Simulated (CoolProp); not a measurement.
Properties of R1233zd(E) at several states.

Computed with CoolProp (reference Helmholtz-energy equation of state, Akasaka 2022).

```
T (K)  p (bar)   phase  density (kg/m³)  cp (kJ/(kg K))  cv (kJ/(kg K))  speed of sound (m/s)  fugacity coefficient
-----  -------  ------  ---------------  --------------  --------------  --------------------  --------------------
262.8        2  liquid             1345           1.117          0.7743                 832.1                0.1495
180.3     10.8  liquid             1518          0.9827          0.6814                  1177              5.684e-5
367       1.36     gas            5.966          0.8961          0.8244                   [?]                   [?]
248.8      110  liquid             1394             [?]          0.7591                 941.6              0.002185
247.9    0.306  liquid             1377           1.091          0.7548                 892.3                0.4537
198.9       96  liquid             1491           1.006          0.7016                  1131              7.096e-5
```

**Question.** What belongs in the gaps?

**Answer.** 
- 367, speed of sound (m/s): 155.4
- 367, fugacity coefficient: 0.9754
- 248.8, cp (kJ/(kg K)): 1.079
